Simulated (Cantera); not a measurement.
Charge: 1 mol MgSO4, 0.14 mol CO2, 5.7 mol H2, at 2023.15 K and 10.0 mbar.

Method: chemical equilibrium by Gibbs-energy minimisation in Cantera with the NASA 1993 tables (ideal gas, pure condensed phases). Candidate condensed phases: C, C6H6, C7H8, C8H18, H2O, H2SO4, Mg, MgCO3, MgO, Mg(OH)2, MgS, MgSO4, S; 130 gas species. Kinetics and transport are ignored.

Base state: H2 0.479, H2O 0.364, SO2 0.0400, S2 0.0309, SO 0.0281, CO 0.0181, H 0.0132, SH 0.00914 (mole fractions); condensed: MgO(s).

Q: What changes in the equilibrium state with this change: CO2 from 0.14 to 0.81 mol?

A: 
```tsv
species	before	after
H2	0.479	0.391
H2O	0.364	0.369
CO	0.0181	0.0913
CO2	0.00295	0.0185
S2	0.0309	0.0205
SO2	0.0400	0.0506
H	0.0132	0.0119
SO	0.0281	0.0285
Mg	0.00278	0.00223
COS	6.44e-6	2.64e-5
O2	6.78e-6	1.05e-5
MgO(s), mol	0.980	0.982
```
